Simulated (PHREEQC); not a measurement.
Dissolve 0.056 mol HF and 0.00012 mol (NH4)2SiF6 per kg of water at 55 °C. Closed to the air; pH follows from the charge balance.

Computed with PHREEQC (ion-association model, phreeqc.dat).

Each row changes one thing in this solution. This is a speciation only: nothing precipitates in the calculation.

```tsv
case	pH	ionic strength (mol/kgw)	HF (mol/kgw)	F- (mol/kgw)	HF2- (mol/kgw)	H4SiO4 (mol/kgw)	SI of Quartz (SiO2)
as made	2.32	0.00555	0.0499	0.00426	0.000930	3.63e-10	-5.86
temperature from 55 to 75 °C	2.40	0.00463	0.0510	0.00349	0.000773	1.07e-8	-4.62
diluted 100-fold with water	3.51	0.000316	0.000251	0.000315	3.47e-7	1.20e-6	-2.34
diluted 5-fold with water	2.72	0.00206	0.00913	0.00192	7.66e-5	3.35e-7	-2.90
HF left out	3.67	0.000462	0.000258	0.000461	5.20e-7	0.000120	-0.34
```

Species that the database lacks are ignored. Away from 25 °C the constants follow the database's enthalpies or fits; those with neither stay at their 25 °C values. SiF6-2 is the database's only silicon fluoride.
